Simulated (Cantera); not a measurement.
A perfectly stirred reactor is fed with 67.1 % CH₄, 32.9 % CO₂, at 41000 Pa; it is held at 1998 K, and followed from long to short residence time.

Detailed kinetics in Cantera: GRI-Mech 3.0 (53 species, 325 reactions). GRI-Mech 3.0 stops at C3 and has no aromatics, soot or wall deposition, so with more carbon than oxygen in the feed, carbon stays in small species such as C2H2 where larger ones or solid carbon would form.

x: mole fraction; the columns are a selection and need not sum to one.

```
τ (s)      x CH₄     x CO₂     x CH₃       x H      x O
-------  -------  --------  --------  --------  -------
2.0      0.00361  0.000476  0.000234   0.00190  1.21e-9
0.59         [?]       [?]       [?]   0.00186      [?]
0.18      0.0113   0.00405  0.000724   0.00179  8.68e-9
0.052     0.0203    0.0101   0.00128   0.00166  1.68e-8
0.015     0.0369    0.0234   0.00227   0.00147  2.38e-8
0.0045       [?]       [?]       [?]       [?]  2.45e-8
0.0013     0.141     0.125   0.00700   0.00102  1.81e-8
0.00039    0.265     0.211    0.0113  0.000766  1.07e-8
```

### Question
Fill in the missing entries.

### Answer

- 0.59, x CH₄: 0.00644
- 0.59, x CO₂: 0.00148
- 0.59, x CH₃: 0.000415
- 0.59, x O: 3.57e-9
- 0.0045, x CH₄: 0.0697
- 0.0045, x CO₂: 0.0550
- 0.0045, x CH₃: 0.00398
- 0.0045, x H: 0.00124
